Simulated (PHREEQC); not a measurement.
Solution (25 °C): 2.1 mol/kgw LiCl and 0.44 mol/kgw Na2SO4. Closed to the air; pH follows from the charge balance.

All values are PHREEQC results (Pitzer model, pitzer.dat), not measurements.

Each row changes one thing in this solution. This is a speciation only: nothing precipitates in the calculation.

```json
[
 {"case": "as made", "pH": "7.02", "SI of Mirabilite (Na2SO4:10H2O)": "-1.41", "SI of Halite (NaCl)": "-1.56"},
 {"case": "LiCl from 2.1 to 4.2 mol/kgw", "pH": "6.78", "SI of Mirabilite (Na2SO4:10H2O)": "-1.82", "SI of Halite (NaCl)": "-0.90"},
 {"case": "0.44 mol/kgw LiOH added", "pH": "13.02", "SI of Mirabilite (Na2SO4:10H2O)": "-1.46", "SI of Halite (NaCl)": "-1.50"},
 {"case": "LiCl from 2.1 to 0.21 mol/kgw", "pH": "7.29", "SI of Mirabilite (Na2SO4:10H2O)": "-1.02", "SI of Halite (NaCl)": "-2.81"}
]
```
